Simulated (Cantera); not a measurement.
**Adiabatic ignition**

An adiabatic, constant-pressure homogeneous reactor starts with 6.69 % CH4, 15.4 % O2, 57.8 % N2, 20.1 % H2O, at 1775 K and 370000 Pa.

Computed with Cantera and GRI-Mech 3.0 (53 species, 325 reactions).

```tsv
t (s)	T (K)	x CH4	x O2	x H2O	x C2H	x NO
6.00e-6	1774	0.0666	0.154	0.201	<1e-12	5.76e-12
1.57e-5	1775	0.0654	0.153	0.201	3.35e-12	3.87e-11
4.09e-5	1834	0.0475	0.141	0.213	1.84e-8	2.74e-9
0.000107	2705	<1e-12	0.0285	0.301	<1e-12	0.000356
0.000278	2705	<1e-12	0.0280	0.301	<1e-12	0.00140
0.000727	2701	<1e-12	0.0270	0.301	<1e-12	0.00374
0.00190	2696	<1e-12	0.0255	0.301	<1e-12	0.00728
0.00495	2694	<1e-12	0.0248	0.301	<1e-12	0.00906
0.0129	2694	<1e-12	0.0248	0.301	<1e-12	0.00916
0.0337	2694	<1e-12	0.0248	0.301	<1e-12	0.00916
0.0881	2694	<1e-12	0.0248	0.301	<1e-12	0.00916
0.230	2694	<1e-12	0.0248	0.301	<1e-12	0.00916
0.600	2694	<1e-12	0.0248	0.301	<1e-12	0.00916
```
x: mole fraction; the columns are a selection and need not sum to one.

```yaml
time_of_steepest_temperature_rise: 49.5 µs
temperature at 0.600 s: 2694 K
equilibrium_temperature: 2694 K
x(CH4) at 0.600 s: <1e-12 (gas-phase equilibrium <1e-12)
x(O2) at 0.600 s: 0.0248 (gas-phase equilibrium 0.0248)
x(H2O) at 0.600 s: 0.301 (gas-phase equilibrium 0.301)
```
